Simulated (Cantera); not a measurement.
A perfectly stirred reactor is fed with H2 : O2 = 0.37 : 1 (molar parts), equivalence ratio 0.18, at 20.0 Torr; it is held at 1375 K, and followed from long to short residence time.

Computed with Cantera and the H2/O2 subset of GRI-Mech 3.0, which has no nitrogen chemistry. Radical loss at walls, strong at low pressure, is not modelled. The temperature is held fixed by assumption; the heat of reaction is taken as removed at once.

One state of this run: x H2 = 0.000808; x O2 = 0.683; x OH = 0.00422; x H2O2 = 2.89e-7; x HO2 = 6.02e-6. x: mole fraction; the columns are a selection and need not sum to one.

**Question.** Which value of τ (s) does it belong to?
(A) 0.014
(B) 0.0041
(C) 0.49
(D) 0.045

**Answer.** C, 0.49
